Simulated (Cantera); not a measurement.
A Cantera script and its output.

```python
import numpy as np
import cantera as ct

gas = ct.Solution("gri30.yaml")
gas.TPX = 1650, 2100000, {'CH4': 1, 'CO': 0.5, 'O2': 4.5, 'N2': 16.9, 'H2O': 1.3}
reactor = ct.IdealGasConstPressureReactor(gas, energy="on", clone=False)
net = ct.ReactorNet([reactor])
net.rtol, net.atol = 1e-08, 1e-16
show = ['CH4', 'CO', 'O2', 'H2O', 'HO2']
times = np.geomspace(9e-06, 7, 14)

steps = ct.SolutionArray(gas, extra=["t"])
rows = []
print(f"{'t/s':>10s}{'T/K':>9s}{'P/Pa':>11s}" + "".join(f"{s:>11s}" for s in show))
for t in times:
    while net.time < t:
        t_next = net.step()
        steps.append(gas.state, t=t_next)
    rows.append([np.interp(t, steps.t, y) for y in (steps.T, steps.P, *steps(*show).X.T)])
    print(f"{t:10.3e}{rows[-1][0]:9.1f}{rows[-1][1]:11.4g}" + "".join(f"{x:11.3e}" for x in rows[-1][2:]))
rate = np.gradient(steps.T, steps.t)
print("integrator steps:", len(steps.t))
if steps.T.max() > steps.T[0] + 200:
    print(f"time of steepest temperature rise: {steps.t[rate.argmax()]:.4e} s")
gas.TPX = 1650, 2100000, {'CH4': 1, 'CO': 0.5, 'O2': 4.5, 'N2': 16.9, 'H2O': 1.3}
gas.equilibrate("HP")
print(f"equilibrium (HP): T = {gas.T:.1f} K  " + "  ".join(f"{s} {gas[s].X[0]:.3e}" for s in show))
```

Output:

```
       t/s      T/K       P/Pa        CH4         CO         O2        H2O        HO2
 9.000e-06   1652.6    2.1e+06  4.045e-02  2.065e-02  1.854e-01  5.429e-02  2.395e-05
 2.555e-05   2384.3    2.1e+06  3.880e-12  2.326e-02  1.007e-01  1.270e-01  4.592e-05
 7.253e-05   2572.3    2.1e+06  1.933e-17  2.320e-03  9.224e-02  1.323e-01  2.279e-05
 2.059e-04   2570.1    2.1e+06  7.441e-18  2.303e-03  9.165e-02  1.324e-01  2.256e-05
 5.845e-04   2564.8    2.1e+06  7.101e-18  2.261e-03  9.020e-02  1.325e-01  2.201e-05
 1.659e-03   2555.0    2.1e+06  6.498e-18  2.188e-03  8.756e-02  1.327e-01  2.103e-05
 4.711e-03   2547.1    2.1e+06  6.036e-18  2.130e-03  8.544e-02  1.328e-01  2.025e-05
 1.337e-02   2546.1    2.1e+06  5.975e-18  2.122e-03  8.516e-02  1.328e-01  2.015e-05
 3.797e-02   2546.1    2.1e+06  5.975e-18  2.122e-03  8.515e-02  1.328e-01  2.015e-05
 1.078e-01   2546.1    2.1e+06  5.975e-18  2.122e-03  8.515e-02  1.328e-01  2.015e-05
 3.060e-01   2546.1    2.1e+06  5.975e-18  2.122e-03  8.515e-02  1.328e-01  2.015e-05
 8.686e-01   2546.1    2.1e+06  5.975e-18  2.122e-03  8.515e-02  1.328e-01  2.015e-05
 2.466e+00   2546.1    2.1e+06  5.975e-18  2.122e-03  8.515e-02  1.328e-01  2.015e-05
 7.000e+00   2546.1    2.1e+06  5.975e-18  2.122e-03  8.515e-02  1.328e-01  2.015e-05
integrator steps: 1712
time of steepest temperature rise: 2.4180e-05 s
equilibrium (HP): T = 2546.1 K  CH4 8.533e-18  CO 2.122e-03  O2 8.515e-02  H2O 1.328e-01  HO2 2.015e-05
```

Detailed kinetics in Cantera: GRI-Mech 3.0 (53 species, 325 reactions). The pressure lies above the range GRI-Mech 3.0 was tuned for (to about 10 atm).
